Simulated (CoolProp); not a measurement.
Saturated liquid density (kg/m³) of sulfur hexafluoride: the reference equation beside estimates from Tc = 45.6 °C, pc = 3.755 MPa, ω = 0.210. Rackett uses Z = 0.29056 − 0.08775 ω.

Computed with CoolProp (reference Helmholtz-energy equation of state, Guder 2009).

```
T (°C)  reference  Rackett  Redlich-Kwong  Peng-Robinson
------  ---------  -------  -------------  -------------
-43.05       1812     1876           1672           1958
-34.85       1770     1830           1621           1904
-26.65       1725     1782           1567           1845
-18.55       1678     1732           1510           1782
-10.35       1628     1678           1448           1712
-2.15        1573     1620           1382           1634
6.05         1513     1557           1309           1548
14.25        1446     1487           1228           1450
22.45        1368     1407           1137           1337
30.65        1271     1309           1029           1200
38.85        1135     1172          887.8           1018
```

Absolute difference from the reference over all 11 rows, mean and median: Rackett 3.1 and 3.1 %, Redlich-Kwong 13.2 and 12.1 %, Peng-Robinson 5.3 and 5.6 %.
